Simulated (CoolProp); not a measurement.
The numbers come from the reference Helmholtz-energy equation of state, Lemmon 2005 in CoolProp.

Problem. For R125, give the phase and the cp (kJ/(kg K)), conductivity (mW/(m K)) at 11.05 °C and 9.69 MPa; 194.85 °C and 0.0187 MPa; 109.55 °C and 13.8 MPa.

Solution. 
- 11.05 °C and 9.69 MPa: liquid; cp 1.21, conductivity 72.5
- 194.85 °C and 0.0187 MPa: gas; cp 1.02, conductivity 28.0
- 109.55 °C and 13.8 MPa: supercritical; cp 1.43, conductivity 49.2

Thermal conductivity comes from a separate model (Perkins 2006).
